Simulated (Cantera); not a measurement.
Charge: 1 mol TiO2, 28 mol HCl, 5.9 mol O2, at 0.100 bar.

These are equilibrium values from Cantera (NASA tables, ideal gas, pure condensed phases), not measurements of a reactor. Candidate condensed phases: H2O, Ti, TiCl2, TiCl3, TiCl4, TiO, TiO2, Ti2O3, Ti3O5, Ti4O7; 23 gas species. Kinetics and transport are ignored. All values below are at 1027 °C.

Base state: HCl 0.717, O2 0.146, H2O 0.0661, Cl2 0.0612, Cl 0.00971, ClO 3.86e-5, HOCl 2.24e-5, OH 1.39e-5 (mole fractions); condensed: TiO2(rutile).

### Question
What changes in the equilibrium state with this change: pressure from 0.100 bar to 93.0 Pa?

### Answer
```json
[
 {"species": "HCl", "before": "0.717", "after": "0.751"},
 {"species": "O2", "before": "0.146", "after": "0.155"},
 {"species": "Cl", "before": "0.00971", "after": "0.0455"},
 {"species": "Cl2", "before": "0.0612", "after": "0.0125"},
 {"species": "H2O", "before": "0.0661", "after": "0.0353"},
 {"species": "HOCl", "before": "2.24e-5", "after": "2.34e-6"},
 {"species": "OH", "before": "1.39e-5", "after": "3.31e-5"},
 {"species": "ClO", "before": "3.86e-5", "after": "1.80e-5"},
 {"species": "TiO2(rutile), mol", "before": "1.000", "after": "1.000"}
]
```
